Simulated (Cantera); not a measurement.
A Cantera script and what it prints.

```python
import numpy as np
import cantera as ct

gas_names = """
    Cr CrO CrO2 CrO3 H HO2 H2 H2O H2O2 O OH O2 O3
""".split()
cond_names = """
    Cr(cr) Cr(L) Cr2O3(s) Cr2O3(L) H2O(s) H2O(L)
""".split()


# ... load() reads the species with a 1 bar reference pressure and builds the phases ...
atoms = {
    'Cr2O3': {'Cr': 2, 'O': 3},
    'H2': {'H': 2},
    'H2O': {'H': 2, 'O': 1},
}
top_T = {}  # K; cautious upper limits of use, not melting points


# ... equilibrate(T, P, feed) seeds the gas with the atoms and calls Mixture.equilibrate('TP', solver="vcs", rtol=1e-11, max_steps=5000) ...
results = []
T = 2173.15  # K
P = 99  # Pa
for m in [0.5, 0.61, 0.73, 0.88, 1.1, 1.3, 1.5, 1.8, 2.2, 2.7, 3.2]:
    feed = {'Cr2O3': 1, 'H2': 11, 'H2O': m}  # mol
    mix = equilibrate(T, P, feed)
    results.append((T, P, feed, dict(zip(mix.species_names, mix.species_moles))))

top = {s: max(r[3][s] / sum(r[3][g] for g in gas_names) for r in results) for s in gas_names}
cols = sorted((s for s in top if top[s] > 1e-06), key=lambda s: -top[s])[:5]
seen = [c for c in cond_names if any(r[3].get(c, 0) > 1e-12 for r in results)]
print("log10 of partial pressures in bar; condensed amounts in mol")
print(f"{'n(H2O)':>10s}" + "".join(f"{s[:9]:>10s}" for s in cols + seen))
for T, P, feed, n in results:
    ng = sum(n[g] for g in gas_names)
    print(f"{feed['H2O']:10.4g}" + "".join(f"{np.log10(max(n[s] / ng * P / 1e5, 1e-99)):10.3f}" for s in cols)
          + "".join(f"{n.get(c, 0):10.4g}" for c in seen))
```

It prints:

```
log10 of partial pressures in bar; condensed amounts in mol
    n(H2O)        H2       H2O         H        Cr       CrO  Cr2O3(s)
       0.5    -3.270    -3.707    -3.951    -3.985    -4.515         0
      0.61    -3.272    -3.697    -3.952    -3.992    -4.509         0
      0.73    -3.275    -3.686    -3.954    -4.000    -4.503         0
      0.88    -3.279    -3.673    -3.956    -4.010    -4.496         0
       1.1    -3.284    -3.655    -3.958    -4.024    -4.487         0
       1.3    -3.289    -3.640    -3.961    -4.036    -4.480         0
       1.5    -3.294    -3.626    -3.963    -4.048    -4.473         0
       1.8    -3.301    -3.607    -3.966    -4.067    -4.465         0
       2.2    -3.306    -3.586    -3.969    -4.099    -4.472   0.02881
       2.7    -3.311    -3.563    -3.971    -4.141    -4.486   0.07073
       3.2    -3.316    -3.542    -3.974    -4.182    -4.499     0.108
```

Equilibrium computed with Cantera from the NASA thermochemical tables; the gas is ideal and each condensed phase is pure.
